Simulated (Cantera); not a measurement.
Premixed flame

A freely propagating, adiabatic, planar premixed flame of 6.01 % C3H8, 20.0 % O2, 74.0 % N2, equivalence ratio 1.5, unburnt at 500 K and 1.00 atm; multicomponent+Soret transport, grid criteria slope 0.08 and curve 0.16, no radiation.

Model: GRI-Mech 3.0 (53 species, 325 reactions), integrated in Cantera. GRI-Mech 3.0 was tuned for natural gas; its chemistry of propane as a main component is partial and can be far from experiment. Burning velocities carry a grid error of a few per cent, more on coarse grids.

| z (mm) | T (K) | u (m/s) | x C3H8 | x O2 | x H2O2 | x C2H2 | x NO | x H2 |
|---|---|---|---|---|---|---|---|---|
| -1.23 | 500 | 0.611 | 0.0600 | 0.200 | 1.13e-8 | 2.36e-7 | <1e-8 | 0.00259 |
| -0.821 | 504 | 0.618 | 0.0598 | 0.198 | 1.45e-7 | 4.10e-6 | 1.56e-8 | 0.00692 |
| -0.616 | 516 | 0.636 | 0.0597 | 0.196 | 6.34e-7 | 2.26e-5 | 7.28e-8 | 0.0118 |
| -0.411 | 600 | 0.749 | 0.0592 | 0.186 | 3.51e-6 | 0.000199 | 5.40e-7 | 0.0213 |
| -0.205 | 1006 | 1.31 | 0.0423 | 0.138 | 1.33e-5 | 0.00160 | 4.15e-6 | 0.0397 |
| -0.103 | 1382 | 1.89 | 0.0151 | 0.0907 | 1.30e-5 | 0.00362 | 8.71e-6 | 0.0518 |
| 0 | 1743 | 2.47 | 0.000453 | 0.0420 | 1.96e-6 | 0.00622 | 1.63e-5 | 0.0595 |
| 0.103 | 1940 | 2.77 | 5.64e-7 | 0.0152 | 3.44e-7 | 0.00439 | 2.87e-5 | 0.0606 |
| 0.205 | 2017 | 2.88 | <1e-8 | 0.00511 | 9.30e-8 | 0.00200 | 4.28e-5 | 0.0612 |
| 0.411 | 2060 | 2.94 | <1e-8 | 0.000669 | 2.51e-8 | 0.000466 | 6.58e-5 | 0.0634 |
| 0.821 | 2076 | 2.96 | <1e-8 | 9.23e-5 | 1.43e-8 | 4.72e-5 | 9.19e-5 | 0.0657 |
| 1.64 | 2087 | 2.97 | <1e-8 | 5.47e-5 | 1.03e-8 | 1.50e-6 | 0.000113 | 0.0665 |
| 3.28 | 2098 | 2.98 | <1e-8 | 3.12e-5 | <1e-8 | 2.29e-8 | 0.000125 | 0.0669 |
x: mole fraction of selected species; z is measured from the peak of heat release.

```yaml
laminar_burning_velocity: 60.9 cm/s
thermal_thickness: 0.411 mm
peak x(H2O2): 1.54e-5
peak x(C2H2): 0.00627
peak x(H2): 0.0674
grid_points: 141
```
